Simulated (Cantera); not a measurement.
Input (Python, Cantera) and output of one run.

```python
import numpy as np
import cantera as ct

gas_names = """
    CL CL2 H HCL H2 Na NaCL NaH Na2 Na2CL2
""".split()
cond_names = """
    Na(cr) Na(L) NaCL(s) NaCL(L)
""".split()


# ... load() reads the species with a 1 bar reference pressure and builds the phases ...
atoms = {
    'NaCl': {'Na': 1, 'CL': 1},
    'H2': {'H': 2},
}
top_T = {}  # K; cautious upper limits of use, not melting points


# ... equilibrate(T, P, feed) seeds the gas with the atoms and calls Mixture.equilibrate('TP', solver="vcs", rtol=1e-11, max_steps=5000) ...
results = []
feed = {'NaCl': 1, 'H2': 0.15}  # mol
P = 480  # Pa
for T in [1150, 1200, 1250, 1300, 1350, 1400, 1450, 1500, 1550, 1600, 1650, 1700, 1750, 1800]:
    mix = equilibrate(T, P, feed)
    results.append((T, P, feed, dict(zip(mix.species_names, mix.species_moles))))
    x = sorted(zip(gas.X, gas.species_names), reverse=True)
    print(f"T = {T:g} K  P = {P:g} Pa  gas = {mix.phase_moles(0):.4g} mol")
    print("   x: " + "  ".join(f"{s} {v:.3e}" for v, s in x if v > 1e-05))
    print("   condensed (mol): " + ("  ".join(f"{mix.phase(i).name} {mix.phase_moles(i):.4g}"
          for i in range(1, mix.n_phases) if mix.phase_moles(i) > 1e-12) or "none"))
```

Result:

```
T = 1150 K  P = 480 Pa  gas = 0.2589 mol
   x: H2 5.789e-01  NaCL 2.973e-01  Na2CL2 1.219e-01  HCL 9.231e-04  Na 9.229e-04
   condensed (mol): NaCL(L) 0.8596
T = 1200 K  P = 480 Pa  gas = 0.9416 mol
   x: NaCL 6.164e-01  Na2CL2 2.221e-01  H2 1.586e-01  HCL 1.472e-03  Na 1.472e-03
   condensed (mol): none
T = 1250 K  P = 480 Pa  gas = 1.014 mol
   x: NaCL 7.134e-01  H2 1.468e-01  Na2CL2 1.352e-01  HCL 2.298e-03  Na 2.298e-03
   condensed (mol): none
T = 1300 K  P = 480 Pa  gas = 1.069 mol
   x: NaCL 7.770e-01  H2 1.386e-01  Na2CL2 7.757e-02  HCL 3.395e-03  Na 3.395e-03
   condensed (mol): none
T = 1350 K  P = 480 Pa  gas = 1.105 mol
   x: NaCL 8.135e-01  H2 1.334e-01  Na2CL2 4.345e-02  HCL 4.809e-03  Na 4.809e-03  H 1.256e-05
   condensed (mol): none
T = 1400 K  P = 480 Pa  gas = 1.126 mol
   x: NaCL 8.325e-01  H2 1.299e-01  Na2CL2 2.441e-02  Na 6.595e-03  HCL 6.594e-03  H 2.530e-05
   condensed (mol): none
T = 1450 K  P = 480 Pa  gas = 1.139 mol
   x: NaCL 8.411e-01  H2 1.272e-01  Na2CL2 1.397e-02  Na 8.810e-03  HCL 8.809e-03  H 4.869e-05
   condensed (mol): none
T = 1500 K  P = 480 Pa  gas = 1.147 mol
   x: NaCL 8.437e-01  H2 1.249e-01  Na 1.151e-02  HCL 1.151e-02  Na2CL2 8.198e-03  H 8.981e-05
   condensed (mol): none
T = 1550 K  P = 480 Pa  gas = 1.153 mol
   x: NaCL 8.427e-01  H2 1.227e-01  Na 1.475e-02  HCL 1.474e-02  Na2CL2 4.942e-03  H 1.592e-04  CL 1.527e-05
   condensed (mol): none
T = 1600 K  P = 480 Pa  gas = 1.157 mol
   x: NaCL 8.393e-01  H2 1.202e-01  Na 1.857e-02  HCL 1.854e-02  Na2CL2 3.060e-03  H 2.721e-04  CL 3.319e-05
   condensed (mol): none
T = 1650 K  P = 480 Pa  gas = 1.161 mol
   x: NaCL 8.341e-01  H2 1.175e-01  Na 2.301e-02  HCL 2.294e-02  Na2CL2 1.942e-03  H 4.494e-04  CL 6.882e-05
   condensed (mol): none
T = 1700 K  P = 480 Pa  gas = 1.165 mol
   x: NaCL 8.274e-01  H2 1.144e-01  Na 2.810e-02  HCL 2.797e-02  Na2CL2 1.261e-03  H 7.192e-04  CL 1.367e-04
   condensed (mol): none
T = 1750 K  P = 480 Pa  gas = 1.17 mol
   x: NaCL 8.194e-01  H2 1.109e-01  Na 3.386e-02  HCL 3.361e-02  H 1.118e-03  Na2CL2 8.365e-04  CL 2.613e-04
   condensed (mol): none
T = 1800 K  P = 480 Pa  gas = 1.174 mol
   x: NaCL 8.101e-01  H2 1.070e-01  Na 4.030e-02  HCL 3.983e-02  H 1.690e-03  Na2CL2 5.654e-04  CL 4.817e-04
   condensed (mol): none
```

Equilibrium computed with Cantera from the NASA thermochemical tables; the gas is ideal and each condensed phase is pure.
